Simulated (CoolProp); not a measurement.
Vapour pressure (kPa) of R141b: the reference equation beside estimates from Tc = 477.5 K, pc = 4212 kPa, ω = 0.220. Clausius-Clapeyron is anchored at 310.8 K with a constant enthalpy of vaporisation of 25.73 kJ/mol.

Values from CoolProp's reference Helmholtz-energy equation of state, Lemmon 2006. It is a short technical equation, of lower accuracy than the large ones.

| T (K) | reference | Lee-Kesler | Clausius-Clapeyron | van der Waals | Soave-Redlich-Kwong | Peng-Robinson |
|---|---|---|---|---|---|---|
| 226 | 1.897 | 1.903 | 2.932 | 79.94 | 1.953 | 2.147 |
| 242.9 | 5.754 | 5.704 | 7.600 | 131.4 | 5.830 | 6.234 |
| 259.9 | 14.80 | 14.63 | 17.49 | 203.5 | 14.87 | 15.56 |
| 276.9 | 33.25 | 32.89 | 36.32 | 299.7 | 33.23 | 34.20 |
| 293.8 | 66.67 | 66.17 | 69.07 | 422.4 | 66.51 | 67.59 |
| 310.8 | 122.9 | 122.4 | 122.9 | 576.4 | 122.6 | 123.3 |
| 327.8 | 210.5 | 210.3 | 205.9 | 763.8 | 210.3 | 210.1 |
| 344.7 | 338.8 | 339.1 | 327.1 | 986.0 | 339.0 | 336.9 |
| 361.7 | 520.0 | 521.0 | 498.8 | 1248 | 521.7 | 516.6 |
| 378.7 | 765.1 | 766.6 | 732.3 | 1551 | 770.0 | 760.8 |

Absolute difference from the reference over all 10 rows, mean and median: Lee-Kesler 0.5 and 0.4 %, Clausius-Clapeyron 13.2 and 4.2 %, van der Waals 997.3 and 451.3 %, Soave-Redlich-Kwong 0.6 and 0.3 %, Peng-Robinson 3.3 and 1.0 %.
